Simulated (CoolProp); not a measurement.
The fluid at 298.15 K and 0.051 MPa flows at 3.4 m/s in a round tube of 20 mm bore and 45 µm roughness, fully developed (64/Re and Nu = 3.66 if laminar; Colebrook and Gnielinski if turbulent). The same conditions are run with several fluids, on thermodynamics alone (safety and materials aside).

Model: reference Helmholtz-energy equation of state of each fluid (c-C4F8 (RC318): Platzer 1990; R125: Lemmon 2005; n-butane: Bücker 2006; C2F6 (R116): Lemmon 2006; ethane: Bücker 2006), in CoolProp. The equations of Platzer and Polt are older, rougher fits.

```csv
fluid,Reynolds number,Darcy friction factor,pressure drop (Pa/m),heat-transfer coefficient (W/(m² K)),mass flow (kg/h)
c-C4F8 (RC318),___,0.0293,35.3,___,16.1
R125,13100,___,23.3,29.6,9.57
n-butane,11100,0.0334,11.7,___,___
C2F6 (R116),___,0.0321,___,32.8,11.0
ethane,4520,0.0408,7.33,17.0,2.39
```

Task: Fill in the missing entries.

Result: 
- c-C4F8 (RC318), Reynolds number: 24900
- c-C4F8 (RC318), heat-transfer coefficient (W/(m² K)): 45.6
- R125, Darcy friction factor: 0.0324
- n-butane, heat-transfer coefficient (W/(m² K)): 31.0
- n-butane, mass flow (kg/h): 4.67
- C2F6 (R116), Reynolds number: 13700
- C2F6 (R116), pressure drop (Pa/m): 26.5

Transport values come from each fluid's own correlations; those of c-C4F8 (RC318), C2F6 (R116) are estimates that may be off by 10 % or more.
